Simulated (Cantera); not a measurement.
A perfectly stirred reactor is fed with 70.4 % N2O, 29.6 % O2, at 1330 Pa; it is held at 1400 K, and followed from long to short residence time.

Computed with Cantera and GRI-Mech 3.0 (53 species, 325 reactions). GRI-Mech 3.0 was tuned for natural gas; its chemistry of N2O as a main component is partial and can be far from experiment. Radical loss at walls, strong at low pressure, is not modelled. The temperature is held fixed by assumption; the heat of reaction is taken as removed at once.

Question: Predict: x(N2O) at τ = 3.00 s; x(O2) at τ = 3.00 s; x(NO) at τ = 3.00 s; x(N2) at τ = 3.00 s; x(NO2) at τ = 3.00 s; x(N2O) at τ = 27.0 ms; x(O2) at τ = 27.0 ms; x(NO) at τ = 27.0 ms; x(N2) at τ = 27.0 ms; x(NO2) at τ = 27.0 ms.

Answer: 
| Quantity | Result |
|---|---|
| x(N2O) at τ = 3.00 s | 0.381 |
| x(O2) at τ = 3.00 s | 0.356 |
| x(NO) at τ = 3.00 s | 0.0471 |
| x(N2) at τ = 3.00 s | 0.216 |
| x(NO2) at τ = 3.00 s | 1.44e-5 |
| x(N2O) at τ = 27.0 ms | 0.699 |
| x(O2) at τ = 27.0 ms | 0.297 |
| x(NO) at τ = 27.0 ms | 0.000771 |
| x(N2) at τ = 27.0 ms | 0.00355 |
| x(NO2) at τ = 27.0 ms | 5.46e-8 |
